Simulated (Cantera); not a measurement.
Charge: 1 mol S, 2.2 mol H2O, 0.96 mol N2, at 3248 K and 460000 Pa.

These are equilibrium values from Cantera (NASA tables, ideal gas, pure condensed phases), not measurements of a reactor. Candidate condensed phases: H2O, H2SO4, S; 35 gas species. Rates play no part.

Base state: H2O 0.240, N2 0.221, H2 0.208, SO 0.0926, H 0.0679, SO2 0.0657, OH 0.0310, S 0.0254 (mole fractions); condensed: gas only.

What changes in the equilibrium state with this change: N2 from 0.96 to 18 mol?


```tsv
species	before	after
N2	0.221	0.824
H2	0.208	0.0432
H2O	0.240	0.0357
S2	0.0121	0.00124
SH	0.0195	0.00284
SO2	0.0657	0.0108
SO	0.0926	0.0213
S	0.0254	0.00813
OH	0.0310	0.0101
H	0.0679	0.0309
H2S	0.00359	0.000239
S2O	0.000553	4.07e-5
O2	0.00272	0.00139
N	1.34e-5	2.58e-5
SN	0.000157	9.75e-5
```

What changes in the equilibrium state with this change: temperature from 3248 K to 2523.15 K?


| species | before | after |
|---|---|---|
| H2O | 0.240 | 0.356 |
| N2 | 0.221 | 0.247 |
| H2 | 0.208 | 0.181 |
| H | 0.0679 | 0.00552 |
| SO | 0.0926 | 0.0401 |
| OH | 0.0310 | 0.00231 |
| S | 0.0254 | 0.00486 |
| H2S | 0.00359 | 0.0160 |
| S2 | 0.0121 | 0.0467 |
| SO2 | 0.0657 | 0.0824 |
| SH | 0.0195 | 0.0165 |
| N | 1.34e-5 | 8.37e-8 |
| O | 0.00604 | 4.61e-5 |
